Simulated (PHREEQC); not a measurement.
Make-up at 88 °C and 500 atm: 1.6 mmol/kgw HF, 2.5 mmol/kgw H2SiF6, 1.9 mmol/kgw H3PO4 and 58 mmol/kgw HNO3. Closed to the air; pH follows from the charge balance.

Equilibrium calculation in PHREEQC: ion-association model, phreeqc.dat.

Each row changes one thing in this solution. This is a speciation only: nothing precipitates in the calculation.

| case | pH | ionic strength (mol/kgw) | H3PO4 (mol/kgw) | H2PO4- (mol/kgw) | F- (mol/kgw) | HF2- (mol/kgw) |
|---|---|---|---|---|---|---|
| as made | 1.31 | 0.0585 | 0.00169 | 0.000209 | 0.000107 | 6.15e-6 |
| H2SiF6 left out | 1.31 | 0.0582 | 0.00169 | 0.000209 | 1.05e-5 | 5.91e-8 |
| temperature from 88 to 55 °C | 1.29 | 0.0614 | 0.00164 | 0.000258 | 0.000129 | 4.97e-6 |
| diluted 2-fold with water | 1.60 | 0.0293 | 0.000775 | 0.000175 | 9.74e-5 | 2.83e-6 |
| HF left out | 1.31 | 0.0584 | 0.00169 | 0.000209 | 9.71e-5 | 5.08e-6 |
| diluted 5-fold with water | 1.97 | 0.0118 | 0.000252 | 0.000128 | 8.60e-5 | 9.87e-7 |
| HF from 0.0016 to 0.008 mol/kgw | 1.31 | 0.0590 | 0.00169 | 0.000208 | 0.000141 | 1.08e-5 |

Species that the database lacks are ignored. Some of these states are supersaturated (in Quartz (slow to form), Chalcedony (slow to form), for instance). Under pressure, the constants of complexes without a molar volume in the database are unreliable. Constants without temperature data keep their 25 °C values here. SiF6-2 is the database's only silicon fluoride.
